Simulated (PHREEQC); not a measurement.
Solution (90 °C): 0.0059 mol HF, 0.00017 mol H2SiF6 and 0.0017 mol H2SO4 per kg of water. Closed to the air; pH follows from the charge balance.

Equilibrium calculation in PHREEQC: ion-association model, wateq4f.dat.

Each row changes one thing in this solution. No solid was allowed to form.

| case | pH | ionic strength (mol/kgw) | HF (mol/kgw) | HSO4- (mol/kgw) | SO4-2 (mol/kgw) | F- (mol/kgw) | SI of Quartz (SiO2) |
|---|---|---|---|---|---|---|---|
| as made | 2.56 | 0.00374 | 0.00642 | 0.000918 | 0.000782 | 0.000458 | -0.58 |
| HF left out | 2.61 | 0.00344 | 0.000943 | 0.000869 | 0.000831 | 7.58e-5 | -0.57 |
| H2SO4 from 0.0017 to 0.00034 mol/kgw | 2.87 | 0.00163 | 0.00600 | 0.000130 | 0.000210 | 0.000848 | -0.58 |
| diluted 5-fold with water | 3.09 | 0.00109 | 0.00112 | 9.40e-5 | 0.000246 | 0.000261 | -1.27 |
| HF from 0.0059 to 0.00885 mol/kgw | 2.54 | 0.00388 | 0.00914 | 0.000938 | 0.000762 | 0.000619 | -0.59 |

Complexes and solids missing from the database can't appear. Away from 25 °C the constants follow the database's enthalpies or fits; those with neither stay at their 25 °C values. SiF6-2 is the database's only silicon fluoride.
